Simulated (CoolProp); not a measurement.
Vapour pressure (kPa) of 1-butene: the reference equation beside estimates from Tc = 419.3 K, pc = 4006 kPa, ω = 0.192.

Model: reference Helmholtz-energy equation of state, Lemmon 2005, in CoolProp. It is a short technical equation, of lower accuracy than the large ones.

```tsv
T (K)	reference	Lee-Kesler	van der Waals	Redlich-Kwong	Soave-Redlich-Kwong	Peng-Robinson
258.3	71.71	70.61	404.5	107.6	70.90	72.03
263.9	90.21	89.09	456.1	133.2	89.34	90.41
269.5	112.2	111.2	512.0	163.1	111.4	112.3
275	137.8	136.8	571.1	197.1	136.9	137.6
280.6	168.1	167.3	635.9	236.8	167.4	167.8
286.1	202.7	202.2	704.0	281.3	202.1	202.1
291.7	243.2	243.1	778.1	332.4	243.0	242.5
297.3	289.6	290.0	857.1	390.0	289.9	288.7
302.8	341.4	342.4	939.7	453.2	342.4	340.3
308.4	401.0	402.6	1029	524.8	402.8	399.9
313.9	466.9	469.2	1122	602.5	469.8	465.7
319.5	541.8	544.9	1221	689.6	546.1	540.8
325.1	625.4	629.3	1327	785.2	631.4	624.7
330.6	716.4	721.2	1435	887.7	724.3	716.2
```

Absolute difference from the reference over all 14 rows, mean and median: Lee-Kesler 0.6 and 0.5 %, van der Waals 235.1 and 208.0 %, Redlich-Kwong 36.2 and 35.7 %, Soave-Redlich-Kwong 0.6 and 0.6 %, Peng-Robinson 0.2 and 0.2 %.
